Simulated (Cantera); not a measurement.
A perfectly stirred reactor is fed with CH4 : H2 = 1 : 1.2 (molar parts), at 101000 Pa; it is held at 1348 K, and followed from long to short residence time.

Computed with Cantera and GRI-Mech 3.0 (53 species, 325 reactions). GRI-Mech 3.0 stops at C3 and has no aromatics, soot or wall deposition, so with more carbon than oxygen in the feed, carbon stays in small species such as C2H2 where larger ones or solid carbon would form.

Task: What does this change do: temperature 1348 to 1473 K?

Result: 
```csv
quantity,before,after
x(CH4) at τ = 0.910 s,0.442,0.310
x(H2) at τ = 0.910 s,0.553,0.639
x(CH3) at τ = 0.910 s,1.69e-5,7.34e-5
x(CH2) at τ = 0.910 s,2.16e-11,6.79e-10
x(C2H4) at τ = 0.910 s,0.00259,0.0108
x(CH4) at τ = 94.0 ms,0.453,0.427
x(H2) at τ = 94.0 ms,0.546,0.563
x(CH3) at τ = 94.0 ms,1.59e-5,9.10e-5
x(CH2) at τ = 94.0 ms,1.86e-11,7.53e-10
x(C2H4) at τ = 94.0 ms,0.000367,0.00330
```
